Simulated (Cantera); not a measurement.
**Low-pressure radical oxidation in H2/O2**

An isothermal, constant-pressure homogeneous reactor starts with H₂ : O₂ = 0.046 : 1 (molar parts), equivalence ratio 0.023, at 1375 K and 24.0 Torr.

Detailed kinetics in Cantera: GRI-Mech 3.0 (53 species, 325 reactions). Radical loss at walls, strong at low pressure, is not modelled. The temperature is held fixed by assumption; the heat of reaction is taken as removed at once.

```csv
t (s),x H₂,x O₂,x H,x OH,x HO₂
0.000100,0.0440,0.956,1.85e-7,3.95e-7,1.67e-7
0.000231,0.0440,0.956,4.83e-6,1.09e-5,4.18e-7
0.000534,0.0240,0.940,0.00376,0.00660,4.47e-6
0.00123,0.000667,0.920,0.00453,0.00493,4.33e-6
0.00285,0.000594,0.923,0.00384,0.00468,4.18e-6
0.00658,0.000478,0.930,0.00271,0.00421,3.88e-6
0.0152,0.000304,0.939,0.00133,0.00338,3.23e-6
0.0351,0.000134,0.948,0.000381,0.00225,2.17e-6
0.0811,4.11e-5,0.953,6.35e-5,0.00125,1.07e-6
0.187,1.03e-5,0.954,7.90e-6,0.000627,3.97e-7
0.433,2.54e-6,0.955,9.73e-7,0.000312,1.35e-7
1.00,6.97e-7,0.955,1.40e-7,0.000164,6.02e-8
```
x: mole fraction; the columns are a selection and need not sum to one.

Equilibrium at this temperature and pressure: H₂ 7.91e-8, O₂ 0.955, H 5.43e-9, OH 5.54e-5, HO₂ 6.48e-8 (gas phase only).
